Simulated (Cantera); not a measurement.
Feed: 1 mol MgSO4, 5.3 mol H2O, held at 898.15 K and 0.00140 bar.

Equilibrium computed with Cantera from the NASA thermochemical tables; the gas is ideal and each condensed phase is pure. Candidate condensed phases: H2O, H2SO4, Mg, MgO, Mg(OH)2, MgS, MgSO4, S; 26 gas species. The numbers say what is thermodynamically allowed, not how fast it happens.

Task: What is the equilibrium state?

Result: 
- x(H2O) = 0.991
- x(SO2) = 0.00585
- x(O2) = 0.00293
- x(SO3) = 8.13e-5
- n(MgO(s)) = 0.0317 mol
- n(MgSO4(s)) = 0.968 mol
- gas amount = 5.347 mol
- log10 activity of H2SO4(l) (absent) = -12.92
- log10 activity of S(l) (absent) = -16.97
- log10 activity of Mg(s) (absent) = -26.65
